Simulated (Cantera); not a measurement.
An isothermal, constant-pressure homogeneous reactor starts with 12.0 % NH₃, 87.8 % H₂, 0.192 % N₂, at 2225 K and 6100 Pa.

Detailed kinetics in Cantera: the gas-phase N/H chemistry of the illustrative SiF4/NH3 mechanism in the Surface Chemkin manual (1991). Walls and surfaces, which speed up NH3 decomposition in real reactors, are not modelled.

One state of this run: x NH₃ = 0.0605; x H₂ = 0.908; x N₂H₄ = 1.50e-9; x H = 0.00252; x NH = 3.40e-5. x: mole fraction; the columns are a selection and need not sum to one.

### Question
Which value of t (s) does it belong to?
A. 0.0491
B. 0.00988
C. 0.545
D. 0.00199

### Answer
A, 0.0491
